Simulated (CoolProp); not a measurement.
Saturated liquid density (kg/m³) of CH2F2 (R32): the reference equation beside estimates from Tc = 78.1 °C, pc = 5.783 MPa, ω = 0.277. Rackett uses Z = 0.29056 − 0.08775 ω.

Model: reference Helmholtz-energy equation of state, Tillner-Roth 1997, in CoolProp.

| T (°C) | reference | Rackett | Soave-Redlich-Kwong |
|---|---|---|---|
| 3.25 | 1044 | 905.9 | 805.5 |
| 6.15 | 1034 | 897.2 | 796.2 |
| 9.05 | 1023 | 888.5 | 786.6 |
| 12.05 | 1012 | 879.2 | 776.4 |
| 14.95 | 1001 | 870.0 | 766.3 |
| 17.85 | 989.9 | 860.7 | 755.9 |
| 20.85 | 978.0 | 850.8 | 744.7 |
| 23.75 | 966.2 | 841.0 | 733.6 |
| 26.65 | 954.1 | 830.9 | 722.1 |
| 29.65 | 941.2 | 820.1 | 709.8 |
| 32.55 | 928.3 | 809.4 | 697.5 |
| 35.45 | 915.0 | 798.4 | 684.8 |
| 38.45 | 900.7 | 786.5 | 671.0 |
| 41.35 | 886.3 | 774.7 | 657.2 |

Absolute difference from the reference over all 14 rows, mean and median: Rackett 13.0 and 13.0 %, Soave-Redlich-Kwong 24.1 and 24.0 %.
